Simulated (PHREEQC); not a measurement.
Make-up at 25 °C: 0.15 mol/kgw HBr, 6.6e-05 mol/kgw NaCl and 0.0025 mol/kgw MgCl2. Closed to the air; pH follows from the charge balance.

Equilibrium calculation in PHREEQC: ion-association model, phreeqc.dat.

Each row changes one thing in this solution. No solid was allowed to form.

```
case                                               pH  SI of Halite (NaCl)
-----------------------------------------------  ----  -------------------
as made                                          0.92                -8.30
HBr replaced by NaBr at the same molality        6.92                -4.94
MgCl2 replaced by Mg(NO3)2 at the same molality  0.92               -10.18
temperature from 25 to 60 °C                     0.92                -8.34
diluted 100-fold with water                      2.84           (withheld)
temperature from 25 to 5 °C                      0.92           (withheld)
temperature from 25 to 55 °C                     0.92                -8.34
MgCl2 replaced by CdCl2 at the same molality     0.92                -8.30
```

**Question.** What belongs in the gaps?

**Answer.** 
- diluted 100-fold with water, SI of Halite (NaCl): -12.08
- temperature from 25 to 5 °C, SI of Halite (NaCl): -8.27

Complexes and solids missing from the database can't appear. Away from 25 °C the constants follow the database's enthalpies or fits; those with neither stay at their 25 °C values.
